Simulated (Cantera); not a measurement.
Thermodynamics of abatement and gas-phase synthesis, feed H₂O + O₂ + H₂

Feed: 1 mol H₂O, a varied amount of O₂, 3.5 mol H₂, held at 1973.15 K and 6.30 Torr.

These are equilibrium values from Cantera (NASA tables, ideal gas, pure condensed phases), not measurements of a reactor. Candidate condensed phases: H₂O; 9 gas species. Kinetics and transport are ignored.

From 0.2 mol O₂ to 4.5 mol O₂ nothing is condensed.

```csv
n(O₂) (mol),log p H₂O,log p H₂,log p O₂,log p OH,log p H,log p O,log p HO₂,log p H₂O₂
0.2,-2.59,-2.24,-7.94,-5.36,-3.99,-7.24,-11.84,-12.31
0.27,-2.54,-2.26,-7.82,-5.30,-4.00,-7.18,-11.72,-12.21
0.35,-2.50,-2.29,-7.69,-5.25,-4.01,-7.11,-11.60,-12.10
0.47,-2.44,-2.33,-7.49,-5.17,-4.03,-7.01,-11.43,-11.95
0.62,-2.38,-2.38,-7.26,-5.08,-4.06,-6.90,-11.22,-11.77
0.82,-2.31,-2.47,-6.95,-4.97,-4.10,-6.74,-10.95,-11.54
1.1,-2.23,-2.62,-6.47,-4.81,-4.18,-6.50,-10.55,-11.22
1.4,-2.15,-2.89,-5.79,-4.60,-4.31,-6.16,-10.00,-10.80
1.9,-2.10,-3.97,-3.53,-4.01,-4.85,-5.03,-8.28,-9.62
2.5,-2.15,-4.32,-2.93,-3.89,-5.03,-4.73,-7.86,-9.38
3.4,-2.22,-4.52,-2.66,-3.85,-5.13,-4.59,-7.69,-9.31
4.5,-2.29,-4.67,-2.51,-3.85,-5.20,-4.52,-7.61,-9.30
```
log p: log10 of the partial pressure in bar; nothing condenses.
